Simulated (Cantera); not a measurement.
Feed: 1 mol HMDSO, a varied amount of CO2, 30 mol N2, at 1525 K and 135 Torr.

Method: chemical equilibrium by Gibbs-energy minimisation in Cantera with the NASA 1993 tables (ideal gas, pure condensed phases). Candidate condensed phases: C, C6H6, C7H8, C8H18, H2O, Si, SiC, SiO2, Si2N2O, Si3N4; 151 gas species. The feed counts by its element totals alone. Mutual solubility and eutectic melting of coexisting phases are not modelled. The tables hold silica as quartz up to 1696 K and as liquid above; real silica turns to tridymite and cristobalite and melts near 1996 K. Gases not in the tables: Si(OH)4. Rates play no part.

log p: log10 of the partial pressure in bar; n: condensed amount in mol.

```tsv
n(CO2) (mol)	log p N2	log p CO	log p H2	log p CO2	log p H2O	n C(graphite)	n Si2N2O(s)	n SiO2(β-quartz)
2.2	-0.91	-1.73	-1.42	-6.73	-5.99	?	1.000	0
3	-0.93	-1.61	-1.43	-6.49	-5.89	?	1.000	0
4.2	-0.95	-1.49	-1.46	-6.25	-5.79	?	1.000	0
5.7	-0.98	-1.38	-1.48	-6.04	-5.71	?	1.000	0
7.9	-0.99	-1.32	-1.51	-5.17	-4.93	0	0.366	1.26
11	-1.02	-1.29	-1.60	-2.56	-2.44	0	0	2.00
15	-1.05	-1.27	-1.74	-2.03	-2.06	0	0	2.00
21	-1.09	-1.27	-1.92	-1.69	-1.91	0	0	2.00
29	-1.14	-1.30	-2.11	-1.46	-1.85	0	0	2.00
```

### Question
What belongs in the gaps?

### Answer

- 2.2, n C(graphite): 3.78
- 3, n C(graphite): 2.98
- 4.2, n C(graphite): 1.78
- 5.7, n C(graphite): 0.280
